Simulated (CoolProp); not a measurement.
Methane at 298.15 K and 0.194 MPa is throttled through a valve to 0.109 MPa with no heat exchange. Each further row changes one setting.

Model: reference Helmholtz-energy equation of state, Setzmann 1991, in CoolProp.

| case | temperature change (K) | final density (kg/m³) |
|---|---|---|
| as stated | [?] | 0.708 |
| outlet pressure 0.0327 MPa | [?] | 0.212 |
| outlet pressure 0.142 MPa | [?] | 0.922 |

Question: Fill in the missing entries.

Answer: 
- as stated, temperature change (K): -0.4
- outlet pressure 0.0327 MPa, temperature change (K): -0.7
- outlet pressure 0.142 MPa, temperature change (K): -0.2
